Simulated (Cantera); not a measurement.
# Stirred combustor or abatement burner

A perfectly stirred reactor is fed with H2 : O2 : N2 : H2O = 1 : 0.641 : 6.41 : 0.28 (molar parts), at 0.230 bar; it is adiabatic with a 400 K inlet, and is followed from long to short residence time, starting on the burning branch (τ in s: 0.1, 0.05, 0.024, 0.012, 0.0056, 0.0027, 0.0013, 0.00064, 0.00031, 0.00015, 7.2e-05).

Computed with Cantera and GRI-Mech 3.0 (53 species, 325 reactions).

| τ (s) | T (K) | x H2 | x O2 | x H2O | x H2O2 | x NO2 | x NO | x OH |
|---|---|---|---|---|---|---|---|---|
| 0.10 | 1311 | 0.00177 | 0.0186 | 0.161 | 5.10e-7 | 2.83e-10 | 1.55e-6 | 0.000880 |
| 0.050 | 1298 | 0.00264 | 0.0190 | 0.159 | 6.46e-7 | 2.64e-10 | 2.03e-6 | 0.00104 |
| 0.024 | 1277 | 0.00393 | 0.0197 | 0.157 | 8.00e-7 | 2.45e-10 | 2.57e-6 | 0.00120 |
| 0.012 | 1247 | 0.00561 | 0.0207 | 0.154 | 9.25e-7 | 2.20e-10 | 2.95e-6 | 0.00131 |
| 0.0056 | 1201 | 0.00820 | 0.0224 | 0.150 | 9.79e-7 | 1.79e-10 | 2.93e-6 | 0.00134 |
| 0.0027 | 1139 | 0.0125 | 0.0251 | 0.143 | 9.09e-7 | 1.22e-10 | 2.26e-6 | 0.00122 |
| 0.0013 | 1032 | 0.0259 | 0.0322 | 0.128 | 7.03e-7 | 4.76e-11 | 8.34e-7 | 0.000822 |
| 0.00064 | 400 | 0.120 | 0.0769 | 0.0336 | <1e-12 | <1e-12 | <1e-12 | <1e-12 |
| 0.00031 | 400 | 0.120 | 0.0769 | 0.0336 | <1e-12 | <1e-12 | <1e-12 | <1e-12 |
| 0.00015 | 400 | 0.120 | 0.0769 | 0.0336 | <1e-12 | <1e-12 | <1e-12 | <1e-12 |
| 7.2e-5 | 400 | 0.120 | 0.0769 | 0.0336 | <1e-12 | <1e-12 | <1e-12 | <1e-12 |
x: mole fraction; the columns are a selection and need not sum to one.
